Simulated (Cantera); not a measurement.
Stirred combustor or abatement burner

A perfectly stirred reactor is fed with CH₄ : O₂ : N₂ = 1 : 2.86 : 10.7 (molar parts), equivalence ratio 0.70, at 10.0 bar; it is adiabatic with a 750 K inlet, and is followed from long to short residence time, starting on the burning branch (τ in s: 0.35, 0.14, 0.053, 0.021, 0.008, 0.0031, 0.0012, 0.00047, 0.00018, 7.1e-05, 2.8e-05, 1.1e-05).

Computed with Cantera and GRI-Mech 3.0 (53 species, 325 reactions).

```tsv
τ (s)	T (K)	x CH₄	x O₂	x CO₂	x NO	x H₂O
0.35	2180	1.60e-7	0.0564	0.0681	0.00452	0.136
0.14	2183	3.92e-7	0.0570	0.0681	0.00336	0.136
0.053	2185	1.01e-6	0.0577	0.0681	0.00202	0.136
0.021	2187	2.48e-6	0.0582	0.0680	0.00106	0.136
0.0080	2187	6.23e-6	0.0585	0.0679	0.000497	0.136
0.0031	2184	1.48e-5	0.0588	0.0676	0.000243	0.136
0.0012	2177	3.29e-5	0.0591	0.0670	0.000134	0.135
0.00047	2163	6.77e-5	0.0596	0.0657	8.57e-5	0.134
0.00018	2138	0.000138	0.0608	0.0633	5.93e-5	0.133
7.1e-5	2096	0.000282	0.0629	0.0591	4.08e-5	0.131
2.8e-5	2024	0.000667	0.0675	0.0513	2.43e-5	0.129
1.1e-5	750	0.0687	0.196	<1e-12	<1e-12	<1e-12
```
x: mole fraction; the columns are a selection and need not sum to one.
